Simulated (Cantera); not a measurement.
A Cantera script and its output.

```python
import numpy as np
import cantera as ct

gas = ct.Solution("gri30.yaml")
gas.TPX = 1175, 560, {'H2': 0.098, 'O2': 1}
reactor = ct.IdealGasConstPressureReactor(gas, energy="off", clone=False)
net = ct.ReactorNet([reactor])
net.rtol, net.atol = 1e-08, 1e-18
show = ['H2', 'O2', 'H2O', 'H2O2', 'HO2', 'H']
times = np.geomspace(5e-06, 80, 11)

steps = ct.SolutionArray(gas, extra=["t"])
rows = []
print(f"{'t/s':>10s}{'T/K':>9s}{'P/Pa':>11s}" + "".join(f"{s:>11s}" for s in show))
for t in times:
    while net.time < t:
        t_next = net.step()
        steps.append(gas.state, t=t_next)
    rows.append([np.interp(t, steps.t, y) for y in (steps.T, steps.P, *steps(*show).X.T)])
    print(f"{t:10.3e}{rows[-1][0]:9.1f}{rows[-1][1]:11.4g}" + "".join(f"{x:11.3e}" for x in rows[-1][2:]))
rate = np.gradient(steps.T, steps.t)
print("integrator steps:", len(steps.t))
if steps.T.max() > steps.T[0] + 200:
    print(f"time of steepest temperature rise: {steps.t[rate.argmax()]:.4e} s")
gas.TPX = 1175, 560, {'H2': 0.098, 'O2': 1}
gas.equilibrate("TP")
print(f"equilibrium (TP): T = {gas.T:.1f} K  " + "  ".join(f"{s} {gas[s].X[0]:.3e}" for s in show))
```

Result:

```
       t/s      T/K       P/Pa         H2         O2        H2O       H2O2        HO2          H
 5.000e-06   1175.0        560  8.925e-02  9.107e-01  3.565e-14  5.883e-16  9.672e-11  9.481e-11
 2.627e-05   1175.0        560  8.925e-02  9.107e-01  4.747e-12  1.622e-14  5.081e-10  4.628e-10
 1.380e-04   1175.0        560  8.925e-02  9.107e-01  4.921e-10  4.471e-13  2.670e-09  2.079e-09
 7.248e-04   1175.0        560  8.925e-02  9.107e-01  5.313e-08  1.231e-11  1.408e-08  3.044e-08
 3.807e-03   1175.0        560  7.993e-02  9.045e-01  6.744e-03  1.648e-08  1.469e-06  3.037e-03
 2.000e-02   1175.0        560  2.106e-03  8.541e-01  7.613e-02  5.981e-08  2.366e-06  1.839e-02
 1.051e-01   1175.0        560  1.153e-03  8.806e-01  8.542e-02  6.930e-08  2.204e-06  6.757e-03
 5.519e-01   1175.0        560  1.288e-04  9.036e-01  9.240e-02  5.367e-08  1.003e-06  2.364e-04
 2.899e+00   1175.0        560  5.908e-06  9.063e-01  9.327e-02  1.473e-08  1.243e-07  2.338e-06
 1.523e+01   1175.0        560  4.447e-07  9.065e-01  9.338e-02  2.815e-09  1.385e-08  4.893e-08
 8.000e+01   1175.0        560  5.525e-08  9.066e-01  9.341e-02  5.317e-10  5.056e-09  2.160e-09
integrator steps: 1919
equilibrium (TP): T = 1175.0 K  H2 9.863e-09  O2 9.066e-01  H2O 9.342e-02  H2O2 1.269e-10  HO2 7.994e-09  H 1.638e-10
```

Model: GRI-Mech 3.0 (53 species, 325 reactions), integrated in Cantera. Radical loss at walls, strong at low pressure, is not modelled. The temperature is held fixed by assumption; the heat of reaction is taken as removed at once.
